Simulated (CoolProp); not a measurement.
Values from CoolProp's reference Helmholtz-energy equation of state, Span 1996.

**Question.** Give the vapour pressure (MPa), enthalpy of vaporisation (kJ/kg), vapour Z, liquid conductivity (mW/(m K)) of saturated carbon dioxide at 247.2, 252.8, 255.6 K.

**Answer.** 
```csv
T (K),p (MPa),enthalpy of vaporisation (kJ/kg),vapour Z,liquid conductivity (mW/(m K))
247.2,1.63,295,0.822,140
252.8,1.95,283,0.798,133
255.6,2.12,277,0.785,130
```

Thermal conductivity comes from a separate model (Huber 2016).
